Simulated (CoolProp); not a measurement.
The fluid at 293.15 K and 5.7 MPa flows at 0.97 m/s in a round tube of 10 mm bore and 0.25 µm roughness, fully developed (64/Re and Nu = 3.66 if laminar; Colebrook and Gnielinski if turbulent). The same conditions are run with several fluids, on thermodynamics alone (safety and materials aside).

Computed with CoolProp (reference Helmholtz-energy equation of state of each fluid (ethane: Bücker 2006; water: Wagner 2002; ammonia: Gao 2020; p-xylene: Zhou 2012; n-decane: Lemmon 2006)).

Q: Rank ethane, water, ammonia, p-xylene, n-decane by Reynolds number, highest first.

A: ethane (73200), ammonia (41800), p-xylene (12400), water (9710), n-decane (7300)

| fluid | Darcy friction factor | pressure drop (Pa/m) | heat-transfer coefficient (W/(m² K)) | mass flow (kg/h) |
|---|---|---|---|---|
| ethane | 0.0193 | 334 | 2280 | 101 |
| water | 0.0312 | 1470 | 4580 | 274 |
| ammonia | 0.0218 | 631 | 6570 | 169 |
| p-xylene | 0.0292 | 1190 | 1360 | 237 |
| n-decane | 0.0337 | 1160 | 1040 | 201 |

Transport values come from each fluid's own correlations.
